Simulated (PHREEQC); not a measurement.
Hard or scaling water: speciation

A solution holds 0.0016 mol/kgw MgCl2, 0.12 mol/kgw Na2SO4 and 4.4e-06 mol/kgw H4SiO4, at 20 °C. Closed to the air; pH follows from the charge balance.

The numbers come from PHREEQC with the ion-association model, wateq4f.dat.

No solid was allowed to form.

Q: What pH, activity of water, ionic strength does the model give?

A: pH 7.28; activity of water 0.994; ionic strength 0.311 mol/kgw.

Q: In which forms is Na present?

A: Na+ 90 %, NaSO4- 10 % of the Na.

Complexes and solids missing from the database can't appear.
